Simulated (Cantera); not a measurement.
A closed system holds: 1 mol Si, 0.84 mol CO2, 13 mol N2, held at 1502 °C and 0.0100 bar.

Cantera equilibrium calculation (NASA polynomials, part measured and part estimated; ideal gas, pure solids and liquids). Candidate condensed phases: C, Si, SiC, SiO2, Si2N2O, Si3N4; 34 gas species. Mutual solubility and eutectic melting of coexisting phases are not modelled. Rates play no part.

Base state: N2 0.892, CO 0.0570, SiO 0.0509, Si 6.19e-5 (mole fractions); condensed: SiC(s) + Si2N2O(s).

### Question
What changes in the equilibrium state with this change: temperature from 1502 °C to 775 °C?

### Answer
```
species               before   after
-------------------  -------  ------
N2                     0.892   0.978
CO                    0.0570  0.0216
SiO                   0.0509   <1e-9
Si                   6.19e-5   <1e-9
SiC(s), mol           0.0177       0
Si2N2O(s), mol         0.124   0.201
C(graphite), mol           0   0.557
SiO2(β-quartz), mol        0   0.598
```
N2 is the only nitrogen source here; it is nearly inert below about 1500 K, so the nitride shown seldom forms there in practice.

### Question
What changes in the equilibrium state with this change: temperature from 1502 °C to 1652 °C?

### Answer
```json
[
 {"species": "N2", "before": "0.892", "after": "0.885"},
 {"species": "SiO", "before": "0.0509", "after": "0.0621"},
 {"species": "CO", "before": "0.0570", "after": "0.0522"},
 {"species": "Si2C", "before": "5.75e-7", "after": "1.74e-5"},
 {"species": "Si2N", "before": "1.30e-6", "after": "1.87e-5"},
 {"species": "Si", "before": "6.19e-5", "after": "0.000885"},
 {"species": "SiN", "before": "2.79e-6", "after": "2.61e-5"},
 {"species": "SiC(s), mol", "before": "0.0177", "after": "0.0726"},
 {"species": "Si2N2O(s), mol", "before": "0.124", "after": "0"}
]
```
The tables' values for SiN are old estimates; treat these amounts as uncertain.
